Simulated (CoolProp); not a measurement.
The numbers come from the reference Helmholtz-energy equation of state, Platzer 1990 in CoolProp. This equation is an older, rougher fit; its heat capacities, sound speeds and derivatives of the liquid may be far off and weren't checked against measurements.

**Question.** Give the vapour pressure (MPa), liquid density (kg/m³), vapour density (kg/m³), enthalpy of vaporisation (kJ/kg) of saturated R13 at -43.45, -40.15 °C.

**Answer.** 
```json
[
 {"T (°C)": "-43.45", "p (MPa)": "0.534", "liquid density (kg/m³)": "1360", "vapour density (kg/m³)": "33.5", "enthalpy of vaporisation (kJ/kg)": "128"},
 {"T (°C)": "-40.15", "p (MPa)": "0.600", "liquid density (kg/m³)": "1350", "vapour density (kg/m³)": "37.6", "enthalpy of vaporisation (kJ/kg)": "126"}
]
```
